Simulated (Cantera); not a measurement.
Feed: 1 mol NH3, 1.1 mol O2, 1.3 mol N2, held at 13.3 mbar.

Method: chemical equilibrium by Gibbs-energy minimisation in Cantera with the NASA 1993 tables (ideal gas, pure condensed phases). Candidate condensed phases: H2O; 24 gas species. The numbers say what is thermodynamically allowed, not how fast it happens.

x: gas mole fraction; nothing condenses.

```csv
T (K),x N2,x H2O,x H,x O,x O2,x OH,x H2,x NO
775,0.493,0.411,<1e-12,<1e-12,0.0959,1.95e-9,<1e-12,6.88e-7
975,0.493,0.411,<1e-12,1.93e-10,0.0959,3.42e-7,4.68e-10,1.26e-5
1175,0.493,0.411,3.11e-10,3.91e-8,0.0958,1.04e-5,8.59e-8,8.60e-5
1375,0.493,0.411,5.57e-8,1.71e-6,0.0957,0.000117,3.52e-6,0.000335
1575,0.493,0.410,2.71e-6,2.86e-5,0.0952,0.000713,5.67e-5,0.000924
1775,0.492,0.409,5.55e-5,0.000254,0.0942,0.00288,0.000490,0.00202
1975,0.489,0.402,?,?,0.0922,?,?,?
2175,0.482,0.381,0.00438,0.00597,0.0895,0.0209,0.0107,0.00609
2375,0.463,0.329,0.0213,0.0194,0.0870,0.0410,0.0303,0.00901
2575,0.425,0.232,0.0728,0.0519,0.0833,0.0645,0.0588,0.0121
2775,0.366,0.113,0.175,0.113,0.0706,0.0747,0.0729,0.0140
2975,?,?,?,?,?,?,?,0.0135
3175,0.276,0.00585,0.374,0.254,0.0216,0.0305,0.0270,0.0111
3375,0.263,0.000890,0.407,0.286,0.00866,0.0136,0.0114,0.00839
```

Task: What belongs in the gaps?

Result: 
- 2975, x N2: 0.309
- 2975, x H2O: 0.0326
- 2975, x H: 0.295
- 2975, x O: 0.192
- 2975, x O2: 0.0455
- 2975, x OH: 0.0575
- 2975, x H2: 0.0544
- 1975, x H: 0.000619
- 1975, x O: 0.00145
- 1975, x OH: 0.00868
- 1975, x H2: 0.00273
- 1975, x NO: 0.00373
